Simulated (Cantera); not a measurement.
**Adiabatic ignition**

An adiabatic, constant-volume homogeneous reactor starts with CO : H2 : O2 : N2 = 1 : 0.18 : 0.421 : 1.58 (molar parts), equivalence ratio 1.4, at 1775 K and 2.07 atm.

Computed with Cantera and GRI-Mech 3.0 (53 species, 325 reactions). The hydrogen kinetics of GRI-Mech 3.0 are dated; newer H2 mechanisms differ, most at raised pressure. Above 3000 K some thermodynamic fits are extrapolated.

| t (s) | T (K) | P (bar) | x CO | x H2 | x O2 | x NO | x H2O |
|---|---|---|---|---|---|---|---|
| 6.00e-6 | 1872 | 2.21 | 0.287 | 0.00860 | 0.0848 | 2.12e-6 | 0.0309 |
| 1.56e-5 | 2363 | 2.71 | 0.219 | 0.00902 | 0.0444 | 0.000103 | 0.0253 |
| 4.08e-5 | 2867 | 3.19 | 0.206 | 0.00797 | 0.0382 | 0.00106 | 0.0356 |
| 0.000106 | 3075 | 3.37 | 0.196 | 0.00724 | 0.0315 | 0.00663 | 0.0400 |
| 0.000277 | 3068 | 3.36 | 0.196 | 0.00735 | 0.0288 | 0.0137 | 0.0404 |
| 0.000721 | 3066 | 3.36 | 0.197 | 0.00738 | 0.0282 | 0.0155 | 0.0405 |
| 0.00188 | 3066 | 3.36 | 0.197 | 0.00738 | 0.0282 | 0.0155 | 0.0405 |
| 0.00490 | 3066 | 3.36 | 0.197 | 0.00738 | 0.0282 | 0.0155 | 0.0405 |
| 0.0128 | 3066 | 3.36 | 0.197 | 0.00738 | 0.0282 | 0.0155 | 0.0405 |
| 0.0333 | 3066 | 3.36 | 0.197 | 0.00738 | 0.0282 | 0.0155 | 0.0405 |
| 0.0867 | 3066 | 3.36 | 0.197 | 0.00738 | 0.0282 | 0.0155 | 0.0405 |
| 0.226 | 3066 | 3.36 | 0.197 | 0.00738 | 0.0282 | 0.0155 | 0.0405 |
| 0.589 | 3066 | 3.36 | 0.197 | 0.00738 | 0.0282 | 0.0155 | 0.0405 |
| 1.53 | 3066 | 3.36 | 0.197 | 0.00738 | 0.0282 | 0.0155 | 0.0405 |
| 4.00 | 3066 | 3.36 | 0.197 | 0.00738 | 0.0282 | 0.0155 | 0.0405 |
x: mole fraction; the columns are a selection and need not sum to one.

```json
{
 "time_of_steepest_temperature_rise": "6.53 µs",
 "temperature at 4.00 s": "3066 K",
 "equilibrium_temperature": "3066 K",
 "x(CO) at 4.00 s": "0.197 (gas-phase equilibrium 0.197)",
 "x(H2) at 4.00 s": "0.00738 (gas-phase equilibrium 0.00738)",
 "x(O2) at 4.00 s": "0.0282 (gas-phase equilibrium 0.0282)"
}
```
